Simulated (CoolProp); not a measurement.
Vapour-liquid equilibrium of isobutane (1) + isobutene (2) at 232.8 K; x and y are mole fractions of (1).

Values from CoolProp's multi-fluid Helmholtz-energy mixture model, Bücker 2006 and Lemmon 2005; pair parameters Bell 2016.

```csv
x,bubble pressure (bar),y at the bubble point,dew pressure at overall composition x (bar),liquid density (mol/L)
0.05,0.2250,0.068,0.2239,[?]
0.2,[?],0.251,0.2336,11.58
0.35,[?],0.412,0.2434,11.42
0.5,0.2568,0.559,0.2530,[?]
0.65,0.2652,0.697,[?],11.09
0.8,0.2729,0.829,0.2713,10.94
0.95,0.2798,0.957,0.2794,10.79
```

Question: Some entries are withheld; supply them.

Answer: 
- 0.05, liquid density (mol/L): 11.76
- 0.2, bubble pressure (bar): 0.2369
- 0.35, bubble pressure (bar): 0.2474
- 0.5, liquid density (mol/L): 11.25
- 0.65, dew pressure at overall composition x (bar): 0.2624

No azeotrope shows between x = 0.05 and 0.95.

Pair parameters are fitted to limited data, so mixtures are less certain than the pure fluids.
